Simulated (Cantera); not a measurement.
What does this Cantera script print?

```python
import numpy as np
import cantera as ct

gas_names = [...]  # 123 gases of nasa_gas.yaml made of C, H, O, S
cond_names = """
    C(gr) C6H6(L) C7H8(L) C8H18(L),n-octa H2O(s) H2O(L) H2SO4(L) S(cr1) S(cr2) S(L)
""".split()


# ... load() reads the species with a 1 bar reference pressure and builds the phases ...
atoms = {
    'CS2': {'C': 1, 'S': 2},
    'H2O': {'H': 2, 'O': 1},
    'O2': {'O': 2},
}
top_T = {'C(gr)': 4500}  # K; cautious upper limits of use, not melting points


# ... equilibrate(T, P, feed) seeds the gas with the atoms and calls Mixture.equilibrate('TP', solver="vcs", rtol=1e-11, max_steps=5000) ...
results = []
feed = {'CS2': 1, 'H2O': 4.9, 'O2': 4.2}  # mol
P = 101325  # Pa
for T in [1575, 1650, 1725, 1800, 1875, 1950, 2025, 2100, 2175, 2250, 2325, 2400, 2475]:
    mix = equilibrate(T, P, feed)
    results.append((T, P, feed, dict(zip(mix.species_names, mix.species_moles))))

top = {s: max(r[3][s] / sum(r[3][g] for g in gas_names) for r in results) for s in gas_names}
cols = sorted((s for s in top if top[s] > 0.001), key=lambda s: -top[s])[:5]
seen = [c for c in cond_names if any(r[3].get(c, 0) > 1e-12 for r in results)]
print("log10 of partial pressures in bar; condensed amounts in mol")
print(f"{'T/K':>10s}" + "".join(f"{s[:9]:>10s}" for s in cols + seen))
for T, P, feed, n in results:
    ng = sum(n[g] for g in gas_names)
    print(f"{T:10.4g}" + "".join(f"{np.log10(max(n[s] / ng * P / 1e5, 1e-99)):10.3f}" for s in cols)
          + "".join(f"{n.get(c, 0):10.4g}" for c in seen))
```

Result:

```
log10 of partial pressures in bar; condensed amounts in mol
       T/K       H2O       SO2        O2       CO2        OH
      1575    -0.263    -0.656    -0.877    -0.953    -3.518
      1650    -0.263    -0.655    -0.877    -0.953    -3.272
      1725    -0.263    -0.654    -0.876    -0.953    -3.048
      1800    -0.264    -0.654    -0.877    -0.954    -2.843
      1875    -0.264    -0.654    -0.877    -0.954    -2.654
      1950    -0.265    -0.654    -0.877    -0.955    -2.480
      2025    -0.266    -0.654    -0.878    -0.956    -2.320
      2100    -0.268    -0.655    -0.879    -0.958    -2.171
      2175    -0.270    -0.656    -0.880    -0.961    -2.033
      2250    -0.273    -0.657    -0.881    -0.966    -1.904
      2325    -0.277    -0.659    -0.881    -0.974    -1.785
      2400    -0.283    -0.662    -0.881    -0.984    -1.673
      2475    -0.290    -0.667    -0.880    -0.999    -1.569
```

Equilibrium computed with Cantera from the NASA thermochemical tables; the gas is ideal and each condensed phase is pure.
